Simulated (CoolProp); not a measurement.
Vapour pressure (bar) of isobutane: the reference equation beside estimates from Tc = 407.8 K, pc = 36.29 bar, ω = 0.184. Clausius-Clapeyron is anchored at 227 K with a constant enthalpy of vaporisation of 22.88 kJ/mol.

Computed with CoolProp (reference Helmholtz-energy equation of state, Bücker 2006).

```csv
T (K),reference,Clausius-Clapeyron,Redlich-Kwong,Soave-Redlich-Kwong,Peng-Robinson
227,0.2078,0.2078,0.3228,0.2049,0.2130
247.8,0.5753,[?],0.8476,0.5697,0.5804
268.7,1.337,1.364,1.863,[?],1.337
289.6,2.710,2.857,3.578,2.712,2.701
310.5,4.952,5.416,[?],4.980,4.933
331.4,8.346,[?],9.967,8.429,8.329
352.2,13.18,15.47,15.02,13.35,[?]
373.1,19.85,23.96,21.60,20.10,19.92
394,28.78,35.44,29.85,29.03,28.90
```

Task: Fill in the missing entries.

Result: 
- 247.8, Clausius-Clapeyron: 0.5749
- 268.7, Soave-Redlich-Kwong: 1.330
- 310.5, Redlich-Kwong: 6.210
- 331.4, Clausius-Clapeyron: 9.472
- 352.2, Peng-Robinson: 13.19

Absolute difference from the reference over all 9 rows, mean and median: Clausius-Clapeyron 10.2 and 9.4 %, Redlich-Kwong 27.3 and 25.4 %, Soave-Redlich-Kwong 0.9 and 1.0 %, Peng-Robinson 0.6 and 0.4 %.
